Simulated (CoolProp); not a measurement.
20 sccm (0 °C, 1 atm) of nitrogen bubbles through liquid n-perfluorohexane at 311.1 K and leaves saturated at a total pressure of 0.15 MPa (ideal gas phase). Each further row changes one setting.

The numbers come from the reference Helmholtz-energy equation of state, Gao 2022 in CoolProp.

```json
[
 {"case": "as stated", "vapour pressure (kPa)": "50.3", "mole fraction of vapour": "?", "delivery (mg/min)": "152", "delivery (sccm)": "10.1", "change of delivery for a bath 1 K warmer (%)": "?"},
 {"case": "bath temperature 316.1 K", "vapour pressure (kPa)": "?", "mole fraction of vapour": "0.407", "delivery (mg/min)": "207", "delivery (sccm)": "13.7", "change of delivery for a bath 1 K warmer (%)": "?"},
 {"case": "total pressure 0.3 MPa", "vapour pressure (kPa)": "50.3", "mole fraction of vapour": "0.168", "delivery (mg/min)": "?", "delivery (sccm)": "4.03", "change of delivery for a bath 1 K warmer (%)": "?"}
]
```

**Question.** What belongs in the gaps?

**Answer.** 
- as stated, mole fraction of vapour: 0.336
- as stated, change of delivery for a bath 1 K warmer (%): 6.1
- bath temperature 316.1 K, vapour pressure (kPa): 61.0
- bath temperature 316.1 K, change of delivery for a bath 1 K warmer (%): 6.6
- total pressure 0.3 MPa, delivery (mg/min): 60.8
- total pressure 0.3 MPa, change of delivery for a bath 1 K warmer (%): 4.8
